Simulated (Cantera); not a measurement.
A closed system holds: 1 mol Fe(CO)₅, 16 mol N₂, equilibrated at 777 °C and 86.0 mbar.

These are equilibrium values from Cantera (NASA tables, ideal gas, pure condensed phases), not measurements of a reactor. Candidate condensed phases: C, Fe, Fe(CO)₅, FeO, Fe₂O₃, Fe₃O₄; 27 gas species. Condensed phases not in the tables: cementite and carbon dissolved in iron. Kinetics and transport are ignored.

Base state: N₂ 0.763, CO 0.236, CO₂ 0.00103 (mole fractions); condensed: C(graphite) + Fe(α).

Problem. What changes in the equilibrium state with this change: temperature from 777 °C to 627 °C?

Solution. 
```csv
species,before,after
N₂,0.763,0.777
CO,0.236,0.203
CO₂,0.00103,0.0198
"C(graphite), mol",0.0215,0.408
"Fe(α), mol",1.00,1.00
```
